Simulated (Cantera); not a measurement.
Input (Python, Cantera) and output of one run.

```python
import numpy as np
import cantera as ct

gas_names = """
    N2 P4 N2O
""".split()
cond_names = """
    P4O10(s)
""".split()


def load(file, names, dense=False):
    # The tables refer to 1 bar. Condensed volumes are neglected.
    table = {s.name: s for s in ct.Species.list_from_file(file)}
    out = []
    for n in names:
        d = dict(table[n].input_data)
        d["thermo"] = dict(d["thermo"], **{"reference-pressure": 1e5})
        if dense:
            d["equation-of-state"] = {"model": "constant-volume", "density": "1e6 g/cm^3"}
        out.append(ct.Species.from_dict(d))
    return out


species = {s.name: s for s in load("nasa_gas.yaml", gas_names) + load("nasa_condensed.yaml", cond_names)}
# Each term lists the table entries of one substance; the one whose range holds T is used.
reactions = {
    'P4O10 + 10 N2(g) = P4(g) + 10 N2O(g)':
        [(-1, ['P4O10(s)']), (-10, ['N2']), (1, ['P4']), (10, ['N2O'])],
}


def pick(names, T):
    return next(species[n] for n in names if species[n].thermo.min_temp <= T <= species[n].thermo.max_temp)


results = []
for label, terms in reactions.items():
    print(label)
    print("     T/K   dH/kJ  dS/(J/K)   dG/kJ   log10 K")
    for T in [498, 548, 598, 648]:
        used = [(nu, pick(names, T)) for nu, names in terms]
        dH = sum(nu * s.thermo.h(T) for nu, s in used) / 1e6
        dS = sum(nu * s.thermo.s(T) for nu, s in used) / 1e3
        dG = dH - T * dS / 1e3
        logK = -dG * 1e6 / (ct.gas_constant * T * np.log(10))
        results.append((label, T, dH, dS, dG, logK, [s.name for _, s in used]))
        print(f"{T:8g} {dH:8.1f} {dS:8.1f} {dG:8.1f} {logK:8.2f}")
```

Output:

```
P4O10 + 10 N2(g) = P4(g) + 10 N2O(g)
     T/K   dH/kJ  dS/(J/K)   dG/kJ   log10 K
     498   3874.3    308.1   3720.8  -390.26
     548   3871.1    302.0   3705.6  -353.20
     598   3867.6    295.9   3690.6  -322.36
     648   3863.7    289.8   3676.0  -296.31
```

Cantera with NASA thermochemical tables; ideal gases at 1 bar, condensed phases pure. Condensed species are held in their standard states even where they would react or evaporate.
